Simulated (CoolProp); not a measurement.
Properties of hydrogen chloride at several states (Tc = 324.7 K, pc = 8314 kPa, ω = 0.130).

The numbers come from the reference Helmholtz-energy equation of state, Thol 2018 in CoolProp.

```json
[
 {"T (K)": "277.7", "p (kPa)": "80.1", "phase": "gas", "cv (kJ/(kg K))": "0.5762", "Joule-Thomson coefficient (K/MPa)": "18.85", "isothermal compressibility (1/MPa)": "12.56"},
 {"T (K)": "391.9", "p (kPa)": "16000", "phase": "supercritical", "cv (kJ/(kg K))": "?", "Joule-Thomson coefficient (K/MPa)": "4.612", "isothermal compressibility (1/MPa)": "0.1002"},
 {"T (K)": "462.2", "p (kPa)": "1550", "phase": "gas", "cv (kJ/(kg K))": "?", "Joule-Thomson coefficient (K/MPa)": "?", "isothermal compressibility (1/MPa)": "0.6601"},
 {"T (K)": "440.3", "p (kPa)": "34.2", "phase": "gas", "cv (kJ/(kg K))": "0.5730", "Joule-Thomson coefficient (K/MPa)": "?", "isothermal compressibility (1/MPa)": "29.26"},
 {"T (K)": "314", "p (kPa)": "2640", "phase": "gas", "cv (kJ/(kg K))": "0.6850", "Joule-Thomson coefficient (K/MPa)": "13.10", "isothermal compressibility (1/MPa)": "?"},
 {"T (K)": "437.4", "p (kPa)": "24", "phase": "gas", "cv (kJ/(kg K))": "0.5729", "Joule-Thomson coefficient (K/MPa)": "7.132", "isothermal compressibility (1/MPa)": "41.68"}
]
```

Task: Fill in the missing entries.

Result: 
- 391.9, cv (kJ/(kg K)): 0.8092
- 462.2, cv (kJ/(kg K)): 0.5795
- 462.2, Joule-Thomson coefficient (K/MPa): 6.300
- 440.3, Joule-Thomson coefficient (K/MPa): 7.047
- 314, isothermal compressibility (1/MPa): 0.4502
